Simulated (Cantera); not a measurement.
Input: 1 mol CF4, 0.17 mol Si, equilibrated at 1750 °C and 41.0 Pa.

Cantera equilibrium calculation (NASA polynomials, part measured and part estimated; ideal gas, pure solids and liquids). Candidate condensed phases: C, Si, SiC; 23 gas species. The tables' values for SiF3 are old estimates; treat these amounts as uncertain. Gases not in the tables: C2F6 and larger saturated fluorocarbons. The numbers say what is thermodynamically allowed, not how fast it happens.

Base state: F 0.338, CF2 0.320, CF4 0.233, SiF4 0.0990, CF3 0.00797, CF 0.00176, SiF3 3.35e-5 (mole fractions); condensed: C(graphite).

What changes in the equilibrium state with this change: temperature from 1750 °C to 2000 °C?


| species | before | after |
|---|---|---|
| F | 0.338 | 0.771 |
| CF2 | 0.320 | 0.158 |
| SiF4 | 0.0990 | 0.0562 |
| CF4 | 0.233 | 0.00156 |
| CF | 0.00176 | 0.0116 |
| C3 | 1.18e-7 | 2.47e-5 |
| C | 1.21e-7 | 1.31e-5 |
| SiF3 | 3.35e-5 | 0.000442 |
| CF3 | 0.00797 | 0.000811 |
| C(graphite), mol | 0.0344 | 0.484 |
